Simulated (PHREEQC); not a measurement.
0.016 g of hydrous ferric oxide (600 m²/g; 0.2 weak and 0.005 strong sites per Fe, Dzombak-Morel constants, diffuse double layer) in 1 kg of water with 0.01 mol/kgw of an inert sodium salt and 0.004 mmol/kgw PbCl2, at 25 °C; the pH is set by adding NaOH or the inert anion's acid. Oxygen alone is held at its pressure in air (log pO2 = -0.68). CO2 from the air is kept out. Nothing may precipitate in this run.

Base run: PHREEQC, ion-association model, wateq4f.dat. Each further column changes one thing. The table gives surface charge σ (C/m²).

| pH | base | background salt from 0.01 to 0.001 mol/kgw | oxide from 0.016 to 0.08 g/kgw |
|---|---|---|---|
| 3 | 0.324 | ? | 0.325 |
| 3.75 | 0.246 | ? | 0.246 |
| 4.88 | 0.126 | 0.058 | 0.125 |
| 5.62 | 0.072 | ? | 0.071 |
| 6.38 | 0.039 | 0.015 | 0.036 |
| 7.12 | 0.019 | ? | 0.016 |
| 8.25 | 0.001 | 0.000 | -0.001 |
| 9 | -0.009 | -0.003 | -0.012 |

Problem. What belongs in the gaps?

Solution. 
- 3, background salt from 0.01 to 0.001 mol/kgw: 0.252
- 3.75, background salt from 0.01 to 0.001 mol/kgw: 0.143
- 5.62, background salt from 0.01 to 0.001 mol/kgw: 0.029
- 7.12, background salt from 0.01 to 0.001 mol/kgw: 0.007

The oxide is taken as insoluble; below pH 4 it would dissolve.
